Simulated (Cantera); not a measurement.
What does this Cantera script print?

```python
import numpy as np
import cantera as ct

gas = ct.Solution("gri30.yaml")
gas.TPX = 875, 780000, {'CO': 0.0066, 'O2': 0.045, 'H2O': 0.026, 'N2': 1}
inlet = ct.Reservoir(gas, clone=True)

reactor = ct.IdealGasConstPressureReactor(gas, energy="off", clone=False)
exhaust = ct.Reservoir(gas, clone=True)
tau = [4.9, 1.8, 0.66, 0.24, 0.088, 0.032, 0.012, 0.0043, 0.0016, 0.00057][0]
for a, b in ((inlet, reactor), (reactor, exhaust)):
    ct.MassFlowController(a, b, mdot=lambda t: reactor.mass / tau)
net = ct.ReactorNet([reactor])
show = ['CO', 'O2', 'H2O', 'O', 'NO2']

rows = []
print(f"{'tau/s':>10s}{'T/K':>9s}" + "".join(f"{s:>11s}" for s in show))
for tau in [4.9, 1.8, 0.66, 0.24, 0.088, 0.032, 0.012, 0.0043, 0.0016, 0.00057]:
    net.initial_time = 0.0
    net.advance(30 * tau)
    before = gas.X
    net.advance(40 * tau)
    drift = np.max(np.abs(gas.X - before) / (gas.X + 1e-9))
    rows.append([gas.T, *gas[show].X, drift])
    print(f"{tau:10.3e}{gas.T:9.1f}" + "".join(f"{x:11.3e}" for x in gas[show].X))
```

Result:

```
     tau/s      T/K         CO         O2        H2O          O        NO2
 4.900e+00    875.0  5.659e-03  4.154e-02  2.413e-02  2.514e-10  3.401e-14
 1.800e+00    875.0  5.997e-03  4.170e-02  2.413e-02  1.884e-10  2.677e-15
 6.600e-01    875.0  6.104e-03  4.175e-02  2.413e-02  9.154e-11  8.989e-17
 2.400e-01    875.0  6.123e-03  4.176e-02  2.413e-02  3.646e-11  1.505e-18
 8.800e-02    875.0  6.125e-03  4.176e-02  2.413e-02  2.371e-11  2.370e-20
 3.200e-02    875.0  6.125e-03  4.176e-02  2.413e-02  2.046e-11  3.656e-22
 1.200e-02    875.0  6.125e-03  4.176e-02  2.413e-02  1.926e-11  7.963e-24
 4.300e-03    875.0  6.125e-03  4.176e-02  2.413e-02  1.827e-11  1.867e-25
 1.600e-03    875.0  6.125e-03  4.176e-02  2.413e-02  1.666e-11  5.932e-27
 5.700e-04    875.0  6.125e-03  4.176e-02  2.413e-02  1.343e-11  1.569e-28
```

Computed with Cantera and GRI-Mech 3.0 (53 species, 325 reactions).
